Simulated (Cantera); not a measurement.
Cantera run:

```python
import numpy as np
import cantera as ct

gas_names = """
    F F2 H HF H2 H2F2 H3F3 H4F4 H5F5 H6F6 H7F7 N NF NF2 NF3 NH NH2 NH3 N2 N2H2 N2H4 Si SiF SiF2 SiF3
    SiF4 SiH SiHF3 SiH2 SiH2F2 SiH3 SiH3F SiH4 SiN Si2 Si2N Si3
""".split()
cond_names = """
    Si(cr) Si(L) Si3N4(a)
""".split()


# ... load() reads the species with a 1 bar reference pressure and builds the phases ...
atoms = {
    'Si3N4': {'Si': 3, 'N': 4},
    'NF3': {'N': 1, 'F': 3},
    'H2': {'H': 2},
}
top_T = {'Si3N4(a)': 2400}  # K; cautious upper limits of use, not melting points


# ... equilibrate(T, P, feed) seeds the gas with the atoms and calls Mixture.equilibrate('TP', solver="vcs", rtol=1e-11, max_steps=5000) ...
results = []
feed = {'Si3N4': 1, 'NF3': 0.98, 'H2': 2.2}  # mol
T = 1050  # K
P = 133.322  # Pa
mix = equilibrate(T, P, feed)
results.append((T, P, feed, dict(zip(mix.species_names, mix.species_moles))))
x = sorted(zip(gas.X, gas.species_names), reverse=True)
print(f"T = {T:g} K  P = {P:g} Pa  gas = {mix.phase_moles(0):.4g} mol")
print("   x: " + "  ".join(f"{s} {v:.3e}" for v, s in x if v > 1e-06))
print("   condensed (mol): " + ("  ".join(f"{mix.phase(i).name} {mix.phase_moles(i):.4g}"
      for i in range(1, mix.n_phases) if mix.phase_moles(i) > 1e-12) or "none"))
```

Output:

```
T = 1050 K  P = 133.322 Pa  gas = 3.916 mol
   x: H2 5.610e-01  N2 2.501e-01  SiF4 1.870e-01  HF 1.336e-03  SiHF3 3.696e-04  SiF3 1.645e-04
   condensed (mol): Si3N4(a) 0.7553
```

These are equilibrium values from Cantera (NASA tables, ideal gas, pure condensed phases), not measurements of a reactor. The tables' values for SiF3 are old estimates; treat these amounts as uncertain.
